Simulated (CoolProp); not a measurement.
Saturation properties of R1233zd(E).

Values from CoolProp's reference Helmholtz-energy equation of state, Akasaka 2022.

```csv
T (°C),p (kPa),vapour density (kg/m³),enthalpy of vaporisation (kJ/kg)
-30.45,10.43,0.6797,216.4
-14.65,24.44,1.506,209.4
1.25,51.23,3.006,202.3
17.05,97.27,5.481,194.8
32.85,171.0,9.335,186.9
48.75,283.1,15.11,178.3
64.55,443.3,23.38,168.8
80.35,664.2,35.03,158.1
96.15,959.3,51.35,146.0
112.05,1346,74.52,131.7
127.85,1837,108.0,114.3
143.65,2453,160.6,91.69
```

It boils at 18.1 °C under 1 atm.
